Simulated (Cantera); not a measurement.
A freely propagating, adiabatic, planar premixed flame of CH₄ : H₂ : O₂ : N₂ = 1 : 0.26 : 2.63 : 9.99 (molar parts), equivalence ratio 0.81, unburnt at 498 K and 1.40 bar; mixture-averaged transport, grid criteria slope 0.08 and curve 0.16, no radiation.

Cantera simulation using GRI-Mech 3.0 (53 species, 325 reactions); the numbers are that mechanism's predictions, not measurements. Burning velocities carry a grid error of a few per cent, more on coarse grids.

Question: What does this change do: inlet temperature 498 to 450 K?

Answer: 
| quantity | before | after |
|---|---|---|
| laminar burning velocity | 74.1 cm/s | 59.9 cm/s |
| thermal thickness | 0.296 mm | 0.314 mm |
| peak x(H₂O₂) | 2.82e-5 | 3.15e-5 |
| peak x(CO) | 0.0346 | 0.0331 |

Question: What does this change do: CH4 1 to 0.78 parts?

Answer: 
| quantity | before | after |
|---|---|---|
| laminar burning velocity | 74.1 cm/s | 47.0 cm/s |
| thermal thickness | 0.296 mm | 0.389 mm |
| peak x(H₂O₂) | 2.82e-5 | 3.97e-5 |
| peak x(CO) | 0.0346 | 0.0229 |
